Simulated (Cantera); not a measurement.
Input (Python, Cantera) and output of one run.

```python
import numpy as np
import cantera as ct

gas_names = """
    N NO NO2 NO3 N2 N2O O O2 O3 Pb PbO Pb2
""".split()
cond_names = """
    Pb(cr) Pb(L) PbO(rd) PbO(yw) PbO(L) PbO2(s) Pb3O4(s)
""".split()


# ... load() reads the species with a 1 bar reference pressure and builds the phases ...
atoms = {
    'PbO': {'Pb': 1, 'O': 1},
    'O2': {'O': 2},
    'N2': {'N': 2},
}
top_T = {'Pb3O4(s)': 820}  # K; cautious upper limits of use, not melting points


# ... equilibrate(T, P, feed) seeds the gas with the atoms and calls Mixture.equilibrate('TP', solver="vcs", rtol=1e-11, max_steps=5000) ...
results = []
feed = {'PbO': 1, 'O2': 0.043, 'N2': 0.21}  # mol
T = 500  # K
for P in [10, 42, 180, 750, 3200, 13000, 56000, 240000, 1000000]:
    mix = equilibrate(T, P, feed)
    results.append((T, P, feed, dict(zip(mix.species_names, mix.species_moles))))
    x = sorted(zip(gas.X, gas.species_names), reverse=True)
    print(f"T = {T:g} K  P = {P:g} Pa  gas = {mix.phase_moles(0):.4g} mol")
    print("   x: " + "  ".join(f"{s} {v:.3e}" for v, s in x if v > 1e-06))
    print("   condensed (mol): " + ("  ".join(f"{mix.phase(i).name} {mix.phase_moles(i):.4g}"
          for i in range(1, mix.n_phases) if mix.phase_moles(i) > 1e-12) or "none"))
```

Result:

```
T = 500 K  P = 10 Pa  gas = 0.253 mol
   x: N2 8.300e-01  O2 1.700e-01
   condensed (mol): PbO(rd) 1
T = 500 K  P = 42 Pa  gas = 0.253 mol
   x: N2 8.300e-01  O2 1.700e-01
   condensed (mol): PbO(rd) 1
T = 500 K  P = 180 Pa  gas = 0.253 mol
   x: N2 8.300e-01  O2 1.700e-01
   condensed (mol): PbO(rd) 1
T = 500 K  P = 750 Pa  gas = 0.2238 mol
   x: N2 9.385e-01  O2 6.146e-02
   condensed (mol): PbO(rd) 0.8245  Pb3O4(s) 0.0585
T = 500 K  P = 3200 Pa  gas = 0.2131 mol
   x: N2 9.856e-01  O2 1.440e-02
   condensed (mol): PbO(rd) 0.7604  Pb3O4(s) 0.07986
T = 500 K  P = 13000 Pa  gas = 0.2107 mol
   x: N2 9.965e-01  O2 3.546e-03
   condensed (mol): PbO(rd) 0.7465  Pb3O4(s) 0.08451
T = 500 K  P = 56000 Pa  gas = 0.2102 mol
   x: N2 9.992e-01  O2 8.231e-04
   condensed (mol): PbO(rd) 0.743  Pb3O4(s) 0.08565
T = 500 K  P = 240000 Pa  gas = 0.21 mol
   x: N2 9.998e-01  O2 1.921e-04
   condensed (mol): PbO(rd) 0.7422  Pb3O4(s) 0.08592
T = 500 K  P = 1e+06 Pa  gas = 0.21 mol
   x: N2 1.000e+00  O2 4.609e-05
   condensed (mol): PbO(rd) 0.7421  Pb3O4(s) 0.08598
```

Cantera equilibrium calculation (NASA polynomials, part measured and part estimated; ideal gas, pure solids and liquids).
